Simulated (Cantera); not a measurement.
Input: 1 mol FeCl2, 4.2 mol H2, 360 mol N2, equilibrated at 600 K and 100000 Pa.

Cantera equilibrium calculation (NASA polynomials, part measured and part estimated; ideal gas, pure solids and liquids). Candidate condensed phases: Fe, FeCl2, FeCl3, NH4Cl; 18 gas species. Rates play no part.

Base state: N2 0.988, H2 0.0114, HCl 0.000113, NH3 5.04e-5 (mole fractions); condensed: Fe(α) + FeCl2(s).

Problem. What changes in the equilibrium state with this change: temperature from 600 K to 773 K?

Solution. 
| species | before | after |
|---|---|---|
| N2 | 0.988 | 0.987 |
| H2 | 0.0114 | 0.0100 |
| HCl | 0.000113 | 0.00298 |
| FeCl2 | 6.06e-9 | 3.46e-5 |
| NH3 | 5.04e-5 | 3.95e-6 |
| Fe(α), mol | 0.0205 | 0.544 |
| FeCl2(s), mol | 0.979 | 0.442 |

Problem. What changes in the equilibrium state with this change: temperature from 600 K to 848.15 K?

Solution. 
| species | before | after |
|---|---|---|
| N2 | 0.988 | 0.986 |
| H2 | 0.0114 | 0.00898 |
| HCl | 0.000113 | 0.00504 |
| FeCl2 | 6.06e-9 | 0.000200 |
| Fe2Cl4 | <1e-9 | 1.01e-5 |
| NH3 | 5.04e-5 | 1.59e-6 |
| Fe(α), mol | 0.0205 | 0.920 |
| FeCl2(s), mol | 0.979 | 0 |

Problem. What changes in the equilibrium state with this change: temperature from 600 K to 1548.15 K?

Solution. 
```tsv
species	before	after
N2	0.988	0.986
H2	0.0114	0.00977
HCl	0.000113	0.00347
FeCl2	6.06e-9	0.00100
NH3	5.04e-5	5.16e-8
Fe(α), mol	0.0205	0
FeCl2(s), mol	0.979	0
Fe(γ), mol	0	0.633
```
